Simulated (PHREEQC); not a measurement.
Make-up at 25 °C: 0.23 mol HBF4, 6.2e-05 mol Na2HPO4 and 4.6e-05 mol NaCl per kg of water. Closed to the air; pH follows from the charge balance.

Model: ion-association model, phreeqc.dat, run in PHREEQC.

```json
{
 "pH": "0.75",
 "ionic_strength": "0.226 mol/kgw",
 "activity_of_water": "0.992",
 "total_alkalinity": "-920 meq/kg"
}
```

```json
[
 {"species": "H+", "molality": "0.226", "activity": "0.179", "log γ": "-0.101"},
 {"species": "BF4-", "molality": "0.222", "activity": "0.165", "log γ": "-0.130"},
 {"species": "HF", "molality": "0.0198", "activity": "0.0208", "log γ": "0.023"},
 {"species": "BF3OH-", "molality": "0.00390", "activity": "0.00289", "log γ": "-0.130"},
 {"species": "H3BO3", "molality": "0.00387", "activity": "0.00408", "log γ": "0.023"},
 {"species": "BF2(OH)2-", "molality": "0.000254", "activity": "0.000188", "log γ": "-0.130"},
 {"species": "Na+", "molality": "0.000170", "activity": "0.000126", "log γ": "-0.130"},
 {"species": "F-", "molality": "0.000111", "activity": "7.74e-5", "log γ": "-0.157"},
 {"species": "H3PO4", "molality": "5.88e-5", "activity": "6.20e-5", "log γ": "0.023"},
 {"species": "Cl-", "molality": "4.60e-5", "activity": "3.25e-5", "log γ": "-0.151"},
 {"species": "HF2-", "molality": "8.33e-6", "activity": "6.18e-6", "log γ": "-0.130"},
 {"species": "H2PO4-", "molality": "3.18e-6", "activity": "2.35e-6", "log γ": "-0.132"},
 {"species": "BF(OH)3-", "molality": "1.69e-7", "activity": "1.26e-7", "log γ": "-0.130"},
 {"species": "NaF", "molality": "5.33e-9", "activity": "5.62e-9", "log γ": "0.023"}
]
```

No solid was allowed to form. Real BF4- forms and hydrolyses slowly; the run takes it at equilibrium.
